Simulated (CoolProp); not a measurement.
Vapour pressure (bar) of hexamethyldisiloxane (MM): the reference equation beside estimates from Tc = 245.6 °C, pc = 19.31 bar, ω = 0.418.

Model: reference Helmholtz-energy equation of state, Thol 2016, in CoolProp.

```tsv
T (°C)	reference	Lee-Kesler	van der Waals	Soave-Redlich-Kwong	Peng-Robinson
137.25	2.631	2.656	7.033	2.668	2.639
141.45	2.898	2.927	7.374	2.943	2.909
145.65	3.185	3.217	7.724	3.238	3.200
149.75	3.486	3.522	8.077	3.548	3.504
153.95	3.816	3.856	8.448	3.888	3.839
158.15	4.168	4.213	8.830	4.252	4.197
162.35	4.545	4.594	9.222	4.641	4.581
166.55	4.948	5.001	9.626	5.057	4.991
170.75	5.377	5.434	10.04	5.500	5.428
174.95	5.833	5.895	10.46	5.971	5.894
179.05	6.307	6.373	10.89	6.460	6.378
183.25	6.822	6.893	11.34	6.991	6.904
187.45	7.369	7.444	11.79	7.555	7.462
```

Absolute difference from the reference over all 13 rows, mean and median: Lee-Kesler 1.0 and 1.0 %, van der Waals 107.0 and 102.9 %, Soave-Redlich-Kwong 2.1 and 2.1 %, Peng-Robinson 0.8 and 0.8 %.
